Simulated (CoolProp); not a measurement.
Vapour pressure (kPa) of sulfur dioxide: the reference equation beside estimates from Tc = 430.6 K, pc = 7887 kPa, ω = 0.256. Clausius-Clapeyron is anchored at 323.5 K with a constant enthalpy of vaporisation of 21.05 kJ/mol.

Model: reference Helmholtz-energy equation of state, Gao 2016, in CoolProp.

```csv
T (K),reference,Clausius-Clapeyron,van der Waals
281.1,213.0,261.0,1096
287.2,267.6,316.1,1229
293.3,332.4,379.6,1373
299.3,407.5,451.3,1524
305.4,496.5,534.4,1689
311.4,597.9,626.9,1862
317.5,716.5,732.9,2049
323.5,849.7,849.7,2245
329.6,1003,982.1,2456
335.7,1177,1129,2679
341.7,1369,1289,2911
347.8,1587,1468,3159
353.8,1826,1661,3415
359.9,2095,1875,3689
```

Absolute difference from the reference over all 14 rows, mean and median: Clausius-Clapeyron 8.5 and 7.6 %, van der Waals 200.7 and 175.1 %.
